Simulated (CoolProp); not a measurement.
Toluene at 319.53 K and 1.27 MPa flows at 1.3 m/s in a round tube of 50 mm bore and 1.5 µm roughness, fully developed (64/Re and Nu = 3.66 if laminar; Colebrook and Gnielinski if turbulent). Each further row changes one setting.

Values from CoolProp's reference Helmholtz-energy equation of state, Lemmon 2006. It is a short technical equation, of lower accuracy than the large ones.

```tsv
case	Reynolds number	Darcy friction factor	pressure drop (Pa/m)	heat-transfer coefficient (W/(m² K))	mass flow (kg/h)
as stated	125000	0.0174	248	1730	7750
velocity 2.6 m/s	250000	0.0153	870	3170	15500
diameter 100 mm	250000	0.0151	108	1580	31000
```

Viscosity comes from a separate model (Avgeri 2015). Thermal conductivity comes from a separate model (Assael 2012).
